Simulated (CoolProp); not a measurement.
Vapour-liquid equilibrium of n-butane (1) + trans-2-butene (2) at 358.7 K; x and y are mole fractions of (1).

Computed with CoolProp (multi-fluid Helmholtz-energy mixture model, Bücker 2006 and Lemmon 2005; pair parameters Bell 2016).

| x | bubble pressure, mixture model (bar) | bubble pressure, Raoult's law (bar) | y, mixture model | y, Raoult's law |
|---|---|---|---|---|
| 0.05 | 11.25 | 11.22 | 0.053 | 0.051 |
| 0.125 | 11.30 | 11.23 | 0.130 | 0.127 |
| 0.2 | 11.35 | 11.24 | 0.206 | 0.203 |
| 0.275 | 11.38 | 11.26 | 0.280 | 0.278 |
| 0.35 | 11.41 | 11.27 | 0.355 | 0.354 |
| 0.425 | 11.43 | 11.28 | 0.428 | 0.429 |
| 0.5 | 11.44 | 11.30 | 0.502 | 0.504 |
| 0.575 | 11.45 | 11.31 | 0.576 | 0.579 |
| 0.65 | 11.45 | 11.33 | 0.649 | 0.654 |
| 0.725 | 11.44 | 11.34 | 0.724 | 0.728 |
| 0.8 | 11.43 | 11.35 | 0.798 | 0.803 |
| 0.875 | 11.42 | 11.37 | 0.874 | 0.877 |
| 0.95 | 11.40 | 11.38 | 0.949 | 0.951 |

The largest gap from Raoult's law is +1.3 % in bubble pressure, at x = 0.425. y crosses x between x = 0.575 and 0.65: the model has an azeotrope there.

Pair parameters are fitted to limited data, so mixtures are less certain than the pure fluids.
